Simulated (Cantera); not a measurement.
Feed: 1 mol Cu2O, 2.6 mol H2, 5.7 mol H2O, at 8.20 mbar.

Cantera equilibrium calculation (NASA polynomials, part measured and part estimated; ideal gas, pure solids and liquids). Candidate condensed phases: Cu, CuO, Cu(OH)2, Cu2O, H2O; 12 gas species. Equilibrium is a limit: real reactors are often held back by kinetics, nucleation or transport. All values below are at 900 K.

Base state: H2O 0.807, H2 0.193 (mole fractions); condensed: Cu(s).

Question: What changes in the equilibrium state with this change: Cu2O replaced by Al2O3?

Answer: 
```
species        before  after
-------------  ------  -----
H2O             0.807  0.687
H2              0.193  0.313
Cu(s), mol       2.00      0
Al2O3(s), mol       0   1.00
```
Further candidate phases: Al, Al2O3.
